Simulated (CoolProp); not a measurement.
Saturation properties of ethylene.

The numbers come from the reference Helmholtz-energy equation of state, Smukala 2000 in CoolProp.

```
T (°C)  p (MPa)  liquid density (kg/m³)  vapour density (kg/m³)  enthalpy of vaporisation (kJ/kg)  liquid cp (kJ/(kg K))
------  -------  ----------------------  ----------------------  --------------------------------  ---------------------
-88.95   0.2245                   545.9                   4.367                             459.8                  2.455
-80.15   0.3381                   532.4                   6.407                             445.0                  2.491
-71.35   0.4900                   518.3                   9.106                             429.1                  2.540
-62.55   0.6874                   503.5                   12.61                             411.6                  2.606
-53.75   0.9375                   487.8                   17.10                             392.4                  2.693
-44.85    1.252                   470.8                   22.90                             370.8                  2.812
-36.05    1.631                   452.5                   30.23                             346.6                  2.975
-27.25    2.088                   432.3                   39.65                             318.8                  3.212
-18.45    2.631                   409.3                   52.02                             286.1                  3.587
```

It boils at -103.8 °C under 1 atm.
